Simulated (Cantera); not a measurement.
A freely propagating, adiabatic, planar premixed flame of 31.6 % H2, 14.4 % O2, 54.0 % N2, equivalence ratio 1.1, unburnt at 600 K and 470000 Pa; mixture-averaged transport, grid criteria slope 0.08 and curve 0.16, no radiation.

Cantera simulation using the H2/O2 subset of GRI-Mech 3.0, which has no nitrogen chemistry; the numbers are that mechanism's predictions, not measurements. The hydrogen kinetics of GRI-Mech 3.0 are dated; newer H2 mechanisms differ, most at raised pressure. Burning velocities carry a grid error of a few per cent, more on coarse grids.

### Question
Predict: laminar burning velocity; thermal thickness; peak x(HO2); peak x(H); peak x(O).

### Answer
```json
{
  "laminar_burning_velocity": "781 cm/s",
  "thermal_thickness": "0.0637 mm",
  "peak x(HO2)": "0.000906",
  "peak x(H)": "0.0417",
  "peak x(O)": "0.00871"
}
```
